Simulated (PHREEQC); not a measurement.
A solution holds 0.0086 mol Cu(BF4)2, 0.021 mol HBF4 and 0.035 mol H3BO3 per kg of water, at 55 °C. Closed to the air; pH follows from the charge balance.

Model: ion-association model, phreeqc.dat, run in PHREEQC.

Each row changes one thing in this solution. No solid was allowed to form.

| case | pH | ionic strength (mol/kgw) | H3BO3 (mol/kgw) | BF4- (mol/kgw) | HF (mol/kgw) | BF3OH- (mol/kgw) |
|---|---|---|---|---|---|---|
| as made | 1.76 | 0.0463 | 0.0357 | 0.0334 | 0.00811 | 0.00274 |
| temperature from 55 to 15 °C | 1.74 | 0.0471 | 0.0348 | 0.0347 | 0.00360 | 0.00290 |
| diluted 10-fold with water | 2.73 | 0.00457 | 0.00450 | 0.00213 | 0.00410 | 0.000350 |
| Cu(BF4)2 left out | 1.75 | 0.0202 | 0.0359 | 0.0175 | 0.00709 | 0.00165 |
| HBF4 left out | 2.79 | 0.0274 | 0.0343 | 0.0129 | 0.00362 | 0.00239 |
| temperature from 55 to 80 °C | 1.79 | 0.0451 | 0.0369 | 0.0318 | 0.0137 | 0.00265 |
| HBF4 from 0.021 to 0.0042 mol/kgw | 2.37 | 0.0306 | 0.0348 | 0.0173 | 0.00494 | 0.00235 |

Away from 25 °C the constants follow the database's enthalpies or fits; those with neither stay at their 25 °C values. Real BF4- forms and hydrolyses slowly; the run takes it at equilibrium.
